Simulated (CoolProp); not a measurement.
A single-stage vapour-compression cycle with the fluid: evaporating at 274.15 K (dew point), condensing at 297.15 K (bubble point), superheat 10 K, subcooling 5 K, compressor efficiency 0.75, no pressure losses. The same conditions are run with several fluids, on thermodynamics alone (safety and materials aside).

Values from CoolProp's reference Helmholtz-energy equation of state of each fluid (R236EA: Rui 2013; chlorine: Thol 2021; R245fa: Akasaka 2015; R1224YDZ: Akasaka 2023; propylene: Lemmon 2013; R152A: Outcalt 1996).

| fluid | cooling COP | pressure ratio | discharge temperature (K) | refrigerating effect (kJ/kg) | volumetric capacity (kJ/m³) |
|---|---|---|---|---|---|
| R236EA | ___ | ___ | 307.9 | 154 | 837 |
| chlorine | 8.12 | 1.98 | 351.4 | 253 | 3070 |
| R245fa | 8.54 | 2.57 | 311.9 | 190 | 614 |
| R1224YDZ | ___ | 2.48 | 311.5 | ___ | 608 |
| propylene | 8.13 | 1.87 | ___ | 347 | ___ |
| R152A | 8.33 | 2.12 | 322.1 | 286 | ___ |

Q: What belongs in the gaps?

A: 
- R236EA, cooling COP: 8.49
- R236EA, pressure ratio: 2.43
- R1224YDZ, cooling COP: 8.53
- R1224YDZ, refrigerating effect (kJ/kg): 163
- propylene, discharge temperature (K): 318.2
- propylene, volumetric capacity (kJ/m³): 4180
- R152A, volumetric capacity (kJ/m³): 2360
